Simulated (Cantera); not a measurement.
Charge: 1 mol S, 0.006 mol SO₂, 0.31 mol H₂, at 750 Torr.

These are equilibrium values from Cantera (NASA tables, ideal gas, pure condensed phases), not measurements of a reactor. Candidate condensed phases: H₂O, H₂SO₄, S; 19 gas species. The numbers say what is thermodynamically allowed, not how fast it happens.

Q: At 2373 K, list the 5 most abundant gas species with their mole fractions, and the condensed phases.

A: S₂ 0.559, H₂ 0.288, SH 0.0576, H₂S 0.0541, S 0.0187. Condensed: gas only.
